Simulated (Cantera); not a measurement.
Charge: 1 mol Si₃H₈, 0.072 mol Cl₂, a varied amount of N₂, equilibrated at 1052 °C and 1.10 bar.

Equilibrium computed with Cantera from the NASA thermochemical tables; the gas is ideal and each condensed phase is pure. Candidate condensed phases: NH₄Cl, Si, Si₃N₄; 28 gas species. The feed counts by its element totals alone. N₂ is the only nitrogen source here; it is nearly inert below about 1500 K, so the nitride shown seldom forms there in practice. Equilibrium is a limit: real reactors are often held back by kinetics, nucleation or transport.

x: gas mole fraction; n: condensed amount in mol.

```
n(N₂) (mol)   x N₂    x H₂     x HCl    x NH₃      x H  n Si₃N₄(s)
-----------  -----  ------  --------  -------  -------  ----------
15           0.761   0.230   0.00843  1.19e-5  7.48e-7       1.000
19           0.807       …         …        …        …       1.000
25           0.850   0.145   0.00532  6.30e-6  5.94e-7       1.000
31           0.877       …         …        …        …       1.000
40           0.903  0.0934   0.00342  3.35e-6  4.76e-7       1.000
51           0.923  0.0740   0.00271  2.39e-6  4.24e-7       1.000
65           0.939  0.0586   0.00215  1.70e-6  3.77e-7       1.000
83           0.952  0.0462   0.00169  1.20e-6  3.35e-7       1.000
110          0.964  0.0350   0.00128  7.97e-7  2.92e-7       1.000
130          0.969  0.0297   0.00109  6.25e-7  2.69e-7        1.00
170          0.976  0.0228  0.000837  4.22e-7  2.36e-7        1.00
```

What belongs in the gaps?


- 31, x H₂: 0.119
- 31, x HCl: 0.00435
- 31, x NH₃: 4.74e-6
- 31, x H: 5.37e-7
- 19, x H₂: 0.186
- 19, x HCl: 0.00683
- 19, x NH₃: 8.94e-6
- 19, x H: 6.73e-7
